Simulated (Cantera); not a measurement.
C2F6 + HCl (fluorocarbon and chlorocarbon gases)

A closed system holds: 1 mol C2F6, 0.08 mol HCl, at 0.100 bar.

Method: chemical equilibrium by Gibbs-energy minimisation in Cantera with the NASA 1993 tables (ideal gas, pure condensed phases). Candidate condensed phases: C, C6H6, C7H8, C8H18; 118 gas species. The feed counts by its element totals alone. The tables' values for C2F4 are old estimates; treat these amounts as uncertain. Gases not in the tables: C2F6 and larger saturated fluorocarbons. The numbers say what is thermodynamically allowed, not how fast it happens.

```csv
T (K),log p F,log p CF2,log p CF4,log p CF,log p HF,log p Cl,log p CF3,log p C3,n C(graphite)
2525,-1.63,-1.34,-1.67,-3.14,-2.55,-2.55,-2.59,-6.32,0
2600,-1.48,-1.34,-1.91,-2.98,-2.61,-2.61,-2.66,-6.10,0
2675,-1.39,-1.34,-2.25,-2.78,-2.66,-2.66,-2.78,-5.58,0
2750,-1.34,-1.35,-2.65,-2.56,-2.70,-2.70,-2.94,-4.88,0
2825,-1.29,-1.40,-3.06,-2.40,-2.72,-2.72,-3.13,-4.37,0.0845
2900,-1.24,-1.48,-3.47,-2.27,-2.75,-2.75,-3.33,-3.99,0.220
2975,-1.20,-1.57,-3.90,-2.16,-2.78,-2.78,-3.55,-3.62,0.339
3050,-1.18,-1.68,-4.33,-2.07,-2.80,-2.80,-3.79,-3.28,0.412
3125,-1.16,-1.80,-4.79,-1.99,-2.82,-2.82,-4.03,-2.95,0.395
3200,-1.15,-1.93,-5.26,-1.92,-2.85,-2.84,-4.30,-2.64,0.217
```
log p: log10 of the partial pressure in bar; n: condensed amount in mol.

From 2525 K to 2750 K nothing is condensed. From 2825 K to 3200 K the condensed part is C(graphite). The main C-bearing gas is CF2 at 2525 K and CF at 3200 K.
